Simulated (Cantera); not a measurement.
Cantera run, input and output.

```python
import numpy as np
import cantera as ct

gas = ct.Solution("gri30.yaml")
gas.TPX = 525, 110000, {'CH4': 1.5, 'C2H6': 0.63, 'C3H8': 0.083, 'O2': 4.81, 'N2': 18.1}
inlet = ct.Reservoir(gas, clone=True)
gas.equilibrate("HP")  # start burning
reactor = ct.IdealGasConstPressureReactor(gas, energy="on", clone=False)
exhaust = ct.Reservoir(gas, clone=True)
tau = [0.031, 0.014, 0.0059, 0.0026, 0.0011, 0.00048, 0.00021, 9.1e-05, 3.9e-05, 1.7e-05][0]
for a, b in ((inlet, reactor), (reactor, exhaust)):
    ct.MassFlowController(a, b, mdot=lambda t: reactor.mass / tau)
net = ct.ReactorNet([reactor])
show = ['CH4', 'C2H6', 'C3H8', 'NO', 'HCO', 'H2']

rows = []
print(f"{'tau/s':>10s}{'T/K':>9s}" + "".join(f"{s:>11s}" for s in show))
for tau in [0.031, 0.014, 0.0059, 0.0026, 0.0011, 0.00048, 0.00021, 9.1e-05, 3.9e-05, 1.7e-05]:
    net.initial_time = 0.0
    net.advance(30 * tau)
    before = gas.X
    net.advance(40 * tau)
    drift = np.max(np.abs(gas.X - before) / (gas.X + 1e-9))
    rows.append([gas.T, *gas[show].X, drift])
    print(f"{tau:10.3e}{gas.T:9.1f}" + "".join(f"{x:11.3e}" for x in gas[show].X))
```

Result:

```
     tau/s      T/K        CH4       C2H6       C3H8         NO        HCO         H2
 3.100e-02   2296.2  6.197e-06  2.090e-07  2.756e-08  6.739e-04  1.156e-07  2.025e-02
 1.400e-02   2277.6  9.838e-06  4.357e-07  5.407e-08  6.328e-04  2.256e-07  2.077e-02
 5.900e-03   2249.2  1.654e-05  9.533e-07  1.102e-07  5.569e-04  4.807e-07  2.160e-02
 2.600e-03   2214.1  2.831e-05  1.984e-06  2.154e-07  4.601e-04  1.003e-06  2.262e-02
 1.100e-03   2169.9  5.310e-05  4.292e-06  4.414e-07  3.512e-04  2.200e-06  2.386e-02
 4.800e-04   2122.8  1.051e-04  9.240e-06  9.152e-07  2.578e-04  4.768e-06  2.507e-02
 2.100e-04   2072.8  2.289e-04  2.101e-05  2.031e-06  1.827e-04  1.055e-05  2.616e-02
 9.100e-05   2009.4  6.046e-04  5.614e-05  5.345e-06  1.162e-04  2.469e-05  2.728e-02
 3.900e-05    525.0  5.971e-02  2.508e-02  3.304e-03 -2.130e-19 -3.072e-33 -2.121e-16
 1.700e-05    525.0  5.971e-02  2.508e-02  3.304e-03 -9.341e-23 -1.365e-36 -9.300e-20
```

Detailed kinetics in Cantera: GRI-Mech 3.0 (53 species, 325 reactions).
